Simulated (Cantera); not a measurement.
# SrCl2 + H2O + H2 (halide evaporation, hydrolysis and transport)

Feed: 1 mol SrCl2, 0.18 mol H2O, 47 mol H2, at 1423.15 K and 2.60e-6 bar.

These are equilibrium values from Cantera (NASA tables, ideal gas, pure condensed phases), not measurements of a reactor. Candidate condensed phases: H2O, Sr, SrCl2, SrO, Sr(OH)2; 20 gas species. Rates play no part.

```
Item                                       Value
-------------------------------------  ---------
x(H2)                                      0.969
x(SrCl2)                                  0.0188
x(H)                                     0.00406
x(H2O)                                   0.00372
x(HCl)                                   0.00265
x(SrCl)                                  0.00102
x(Sr)                                   0.000817
x(Cl)                                    9.10e-6
x(SrOH)                                  3.53e-6
gas amount                             48.34 mol
log10 activity of SrCl2(l) (absent)        -3.42
log10 activity of Sr(l) (absent)           -7.91
log10 activity of Sr(OH)2(l) (absent)      -9.20
```
